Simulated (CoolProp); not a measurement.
A simple Rankine cycle with R1336mzz(Z): condensing at 316.15 K, boiler at 0.411 MPa, turbine inlet 391.4 K, turbine efficiency 0.6, pump efficiency 0.6, no recuperator. Each further row changes one setting.

Computed with CoolProp (reference Helmholtz-energy equation of state, McLinden 2020).

```
case                             thermal efficiency (%)  net work (kJ/kg)  heat in (kJ/kg)  turbine exit temperature (K)  volume ratio over the turbine
-------------------------------  ----------------------  ----------------  ---------------  ----------------------------  -----------------------------
as stated                                           4.9              11.2              228                         375.7                           2.94
turbine inlet 411.4 K                               [?]              12.0              249                         395.9                           2.92
condensing temperature 308.15 K                     6.0               [?]              238                         372.0                           3.88
boiler pressure 0.288 MPa                           3.3              7.70              230                         381.3                            [?]
turbine efficiency 0.5                              4.1              9.29              228                         377.6                           2.96
```

### Question
What belongs in the gaps?

### Answer

- turbine inlet 411.4 K, thermal efficiency (%): 4.8
- condensing temperature 308.15 K, net work (kJ/kg): 14.2
- boiler pressure 0.288 MPa, volume ratio over the turbine: 2.03
